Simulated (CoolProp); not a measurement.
Normal hydrogen at 438.27 K and 2.12 MPa flows at 7.7 m/s in a round tube of 50 mm bore and 45 µm roughness, fully developed (64/Re and Nu = 3.66 if laminar; Colebrook and Gnielinski if turbulent). Each further row changes one setting.

Computed with CoolProp (reference Helmholtz-energy equation of state, Leachman 2009).

```tsv
case	Reynolds number	Darcy friction factor	pressure drop (Pa/m)	heat-transfer coefficient (W/(m² K))	mass flow (kg/h)
as stated	38500	…	…	465	63.2
velocity 15.4 m/s	77000	…	61.9	…	126
diameter 100 mm	77000	0.0209	…	…	…
```

**Question.** Fill in the missing entries.

**Answer.** 
- as stated, Darcy friction factor: 0.0247
- as stated, pressure drop (Pa/m): 17.0
- velocity 15.4 m/s, Darcy friction factor: 0.0225
- velocity 15.4 m/s, heat-transfer coefficient (W/(m² K)): 850
- diameter 100 mm, pressure drop (Pa/m): 7.20
- diameter 100 mm, heat-transfer coefficient (W/(m² K)): 393
- diameter 100 mm, mass flow (kg/h): 253

Viscosity comes from a separate model (Muzny 2013). Thermal conductivity comes from a separate model (Assael 2011).
